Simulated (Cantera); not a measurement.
Feed: 1 mol C2F6, at 3023 K and 4.20 Pa.

Equilibrium computed with Cantera from the NASA thermochemical tables; the gas is ideal and each condensed phase is pure. Candidate condensed phases: C; 13 gas species. The feed counts by its element totals alone. Kinetics and transport are ignored.

Base state: F 0.781, C 0.178, C3 0.0159, C2 0.0136, CF 0.0113, CF2 1.64e-5 (mole fractions); condensed: gas only.

Q: What changes in the equilibrium state with this change: temperature from 3023 K to 2150 K?

A: 
```csv
species,before,after
F,0.781,0.922
CF2,1.64e-5,0.0691
CF,0.0113,0.00850
C,0.178,1.46e-5
C2,0.0136,1.77e-6
C3,0.0159,2.04e-5
CF4,<1e-9,0.000161
CF3,<1e-9,0.000132
"C(graphite), mol",0,1.56
```
